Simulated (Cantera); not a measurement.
## SiCl₄ + C₂H₄ + H₂ (silicon carbide growth)

Feed: 1 mol SiCl₄, 0.17 mol C₂H₄, 27 mol H₂, held at 2623.15 K and 0.100 bar.

Method: chemical equilibrium by Gibbs-energy minimisation in Cantera with the NASA 1993 tables (ideal gas, pure condensed phases). Candidate condensed phases: C, C₆H₆, C₇H₈, C₈H₁₈, Si, SiC; 109 gas species. The tables' values for SiCl are old estimates; treat these amounts as uncertain. Gases not in the tables: Si₂H₆ and higher silanes. Rates play no part.

```json
{
  "x(H₂)": "0.737",
  "x(H)": "0.114",
  "x(HCl)": "0.104",
  "x(Si)": "0.0200",
  "x(Cl)": "0.0113",
  "x(SiCl₂)": "0.00344",
  "x(C₂H₂ (acetylene))": "0.00301",
  "x(SiCl)": "0.00229",
  "x(SiC₂)": "0.00167",
  "gas_amount": "32.15 mol",
  "log10 activity of C(graphite) (absent)": "-0.32",
  "log10 activity of Si(l) (absent)": "-0.76"
}
```
